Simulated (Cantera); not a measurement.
Standard-state values (1 bar) from the NASA 1993 polynomials, evaluated with Cantera. Values are per mole of reaction as written; species without (g) are pure solids or liquids, kept so even where they would boil at 1 bar.

Task: Between 350 and 750 K, where is each reaction favourable under standard conditions?
- 5 C + 2 Ta2O5 → 4 Ta + 5 CO2(g)

Result: 
- 5 C + 2 Ta2O5 → 4 Ta + 5 CO2(g): ΔG° is 1803 kJ at 350 K and 1446 kJ at 750 K; it stays positive (K < 1). ΔH° is 2098 kJ and ΔS° 870 J/K at 750 K.
